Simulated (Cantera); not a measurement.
# Thermodynamics of fluorocarbon and chlorocarbon gases, feed CH₃Cl + CH₄

A closed system holds: 1 mol CH₃Cl, 0.75 mol CH₄, at 1330 Pa.

These are equilibrium values from Cantera (NASA tables, ideal gas, pure condensed phases), not measurements of a reactor. Candidate condensed phases: C, C₆H₆, C₇H₈, C₈H₁₈; 91 gas species. Equilibrium is a limit: real reactors are often held back by kinetics, nucleation or transport.

From 1527 °C to 2427 °C the condensed part is C(graphite). The main C-bearing gas is C₂H₂ (acetylene) throughout.

| T (°C) | x H₂ | x H | x HCl | x Cl | x C₂H₂ (acetylene) | n C(graphite) |
|---|---|---|---|---|---|---|
| 1527 | 0.712 | 0.00262 | 0.284 | 0.000800 | 0.000125 | 1.75 |
| 1602 | 0.710 | 0.00478 | 0.283 | 0.00145 | 0.000225 | 1.75 |
| 1677 | 0.707 | 0.00835 | 0.282 | 0.00249 | 0.000386 | 1.75 |
| 1752 | 0.702 | 0.0140 | 0.279 | 0.00412 | 0.000636 | 1.75 |
| 1827 | 0.695 | 0.0225 | 0.275 | 0.00655 | 0.00100 | 1.74 |
| 1902 | 0.684 | 0.0350 | 0.269 | 0.0100 | 0.00153 | 1.74 |
| 1977 | 0.669 | 0.0526 | 0.261 | 0.0149 | 0.00224 | 1.73 |
| 2052 | 0.648 | 0.0767 | 0.250 | 0.0213 | 0.00317 | 1.73 |
| 2127 | 0.621 | 0.109 | 0.236 | 0.0295 | 0.00433 | 1.72 |
| 2202 | 0.586 | 0.149 | 0.219 | 0.0395 | 0.00570 | 1.70 |
| 2277 | 0.543 | 0.199 | 0.199 | 0.0512 | 0.00723 | 1.69 |
| 2352 | 0.493 | 0.258 | 0.175 | 0.0642 | 0.00880 | 1.67 |
| 2427 | 0.435 | 0.325 | 0.150 | 0.0778 | 0.0103 | 1.64 |
x: gas mole fraction; n: condensed amount in mol.
